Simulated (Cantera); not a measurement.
# N2O furnace oxynitridation

A perfectly stirred reactor is fed with N2O = 1 (molar parts), at 0.0133 bar; it is held at 1400 K, and followed from long to short residence time.

Computed with Cantera and GRI-Mech 3.0 (53 species, 325 reactions). GRI-Mech 3.0 was tuned for natural gas; its chemistry of N2O as a main component is partial and can be far from experiment. Radical loss at walls, strong at low pressure, is not modelled. The temperature is held fixed by assumption; the heat of reaction is taken as removed at once.

| τ (s) | x N2O | x O | x NO | x O2 | x NO2 |
|---|---|---|---|---|---|
| 0.53 | 0.857 | 2.56e-5 | 0.0188 | 0.0382 | 2.05e-6 |
| 0.29 | 0.916 | 2.56e-5 | 0.0110 | 0.0224 | 1.00e-6 |
| 0.15 | 0.955 | 2.55e-5 | 0.00591 | 0.0120 | 4.26e-7 |
| 0.081 | 0.975 | 2.55e-5 | 0.00326 | 0.00664 | 1.76e-7 |
| 0.043 | 0.987 | 2.54e-5 | 0.00174 | 0.00355 | 6.43e-8 |
| 0.023 | 0.993 | 2.53e-5 | 0.000935 | 0.00190 | 2.17e-8 |
| 0.012 | 0.996 | 2.51e-5 | 0.000485 | 0.000987 | 6.50e-9 |
| 0.0066 | 0.998 | 2.47e-5 | 0.000263 | 0.000535 | 2.02e-9 |
x: mole fraction; the columns are a selection and need not sum to one.
